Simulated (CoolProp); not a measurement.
A single-stage vapour-compression cycle with propyne: evaporating at 311.15 K (dew point), condensing at 358.15 K (bubble point), superheat 5 K, subcooling 2 K, compressor efficiency 0.75, no pressure losses. Each further row changes one setting.

The numbers come from the reference Helmholtz-energy equation of state, Polt 1992 in CoolProp. This equation is an older, rougher fit; its heat capacities, sound speeds and derivatives of the liquid may be far off and weren't checked against measurements.

| case | cooling COP | pressure ratio | discharge temperature (K) | refrigerating effect (kJ/kg) | volumetric capacity (kJ/m³) |
|---|---|---|---|---|---|
| as stated | 3.87 | 2.98 | 383.8 | 330 | 4840 |
| evaporating temperature 316.15 K | 4.48 | 2.62 | 381.3 | 335 | 5580 |
| condensing temperature 353.15 K | 4.48 | 2.69 | 377.0 | 346 | 5070 |
| subcooling 7 K | 4.06 | 2.98 | 383.8 | 346 | 5070 |
| superheat 15 K | 3.88 | 2.98 | 394.1 | 349 | 4870 |
| compressor efficiency 0.65 | 3.35 | 2.98 | 389.4 | 330 | 4840 |
